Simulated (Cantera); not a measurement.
A Cantera script and its output.

```python
import numpy as np
import cantera as ct

surf = ct.Interface("diamond.yaml", "diamond_100")
gas, bulk = surf.adjacent["gas"], surf.adjacent["diamond"]
k = surf.kinetics_species_index(bulk.species_names[0])
cover = ["c6HH", "c6H*", "c6*H", "c6**", "c6HM", "c6B"]

rows, drift = [], 0.0
print(f"{'xCH3':>10s}{'um/h':>11s}" + "".join(f"{s:>11s}" for s in cover))
for v in [1e-06, 2.2e-06, 5e-06, 1.1e-05, 2.5e-05, 5.6e-05, 0.00013, 0.00028, 0.00063]:
    T, P, xH, xCH3 = 950, 10000, 0.0019, v
    gas.TPX = T, P, {"H": xH, "CH3": xCH3, "CH4": 0.0036, "H2": 1 - xH - xCH3 - 0.0036}
    surf.TP = bulk.TP = T, P
    surf.coverages = "c6H*:0.1, c6HH:0.9"
    surf.advance_coverages(100.0)
    before = surf.coverages
    surf.advance_coverages(100.0)
    drift = max(drift, np.max(np.abs(surf.coverages - before) / (surf.coverages + 1e-9)))
    rate = surf.net_production_rates[k] * bulk.mean_molecular_weight / bulk.density * 3.6e9
    rows.append([rate, *surf[cover].coverages])
    print(f"{v:10.4g}{rate:11.4e}" + "".join(f"{x:11.3e}" for x in rows[-1][1:]))
```

It prints:

```
      xCH3       um/h       c6HH       c6H*       c6*H       c6**       c6HM        c6B
     1e-06 4.0696e-02  6.441e-01  1.413e-02  3.348e-01  6.559e-03  3.481e-04  1.104e-10
   2.2e-06 8.9478e-02  6.437e-01  1.413e-02  3.346e-01  6.554e-03  7.653e-04  2.428e-10
     5e-06 2.0307e-01  6.429e-01  1.411e-02  3.342e-01  6.543e-03  1.737e-03  5.511e-10
   1.1e-05 4.4542e-01  6.412e-01  1.407e-02  3.332e-01  6.520e-03  3.810e-03  1.209e-09
   2.5e-05 1.0053e+00  6.372e-01  1.398e-02  3.311e-01  6.467e-03  8.598e-03  2.728e-09
   5.6e-05 2.2178e+00  6.286e-01  1.378e-02  3.265e-01  6.352e-03  1.897e-02  6.018e-09
   0.00013 4.9689e+00  6.091e-01  1.334e-02  3.160e-01  6.091e-03  4.250e-02  1.348e-08
   0.00028 9.9965e+00  5.734e-01  1.254e-02  2.969e-01  5.617e-03  8.553e-02  2.713e-08
   0.00063 1.9500e+01  5.058e-01  1.101e-02  2.608e-01  4.728e-03  1.669e-01  5.292e-08
```

Detailed kinetics in Cantera: the Harris–Goodwin 1993 mechanism for the reconstructed diamond (100) surface.
